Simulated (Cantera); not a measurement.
**Thermodynamics of boron, boron nitride and boron oxide, feed BCl₃ + N₂ + H₂**

A closed system holds: 1 mol BCl₃, 0.36 mol N₂, 21 mol H₂.

Method: chemical equilibrium by Gibbs-energy minimisation in Cantera with the NASA 1993 tables (ideal gas, pure condensed phases). Candidate condensed phases: B, BN, NH₄Cl; 21 gas species. N₂ is the only nitrogen source here; it is nearly inert below about 1500 K, so the nitride shown seldom forms there in practice. Mutual solubility and eutectic melting of coexisting phases are not modelled. The tables' values for BCl₂ are old estimates. Equilibrium is a limit: real reactors are often held back by kinetics, nucleation or transport.

Stable condensed phases:

```
T in K \ P in Pa
             10     25     63    160    400   1000   2500   6300  16000  40000 100000
   2000       A      A      A      A      B      C      C      C      C      C      C
   1950       A      A      A      B      C      C      C      C      C      C      C
   1900       A      A      B      C      C      C      C      C      C      C      C
   1850       A      A      B      C      C      C      C      C      C      C      C
   1800       A      B      C      C      C      C      C      C      C      C      C
   1750       B      C      C      C      C      C      C      C      C      C      C
   1700       C      C      C      C      C      C      C      C      C      C      C
   1650       C      C      C      C      C      C      C      C      C      C      C
   1600       C      C      C      C      C      C      C      C      C      C      C
   1550       C      C      C      C      C      C      C      C      C      C      C
   1500       C      C      C      C      C      C      C      C      C      C      C
   1450       C      C      C      C      C      C      C      C      C      C      C
   1400       C      C      C      C      C      C      C      C      C      C      C
   1350       C      C      C      C      C      C      C      C      C      C      C
```

A: gas only; B: B; C: B + BN.
